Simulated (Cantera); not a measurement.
Input: 1 mol SiC, 4.8 mol H2O, 7.5 mol N2, 0.69 mol CO2, at 1.00 bar.

Equilibrium computed with Cantera from the NASA thermochemical tables; the gas is ideal and each condensed phase is pure. Candidate condensed phases: C, C6H6, C7H8, C8H18, H2O, Si, SiC, SiO2, Si2N2O, Si3N4; 151 gas species. The tables hold silica as quartz up to 1696 K and as liquid above; real silica turns to tridymite and cristobalite and melts near 1996 K. Gases not in the tables: Si(OH)4. The numbers say what is thermodynamically allowed, not how fast it happens.

Problem. At 1548 K, list the 5 most abundant gas species with their mole fractions, and the condensed phases.

Solution. N2 0.536, H2 0.192, H2O 0.151, CO 0.0942, CO2 0.0266. Condensed: SiO2(β-quartz).
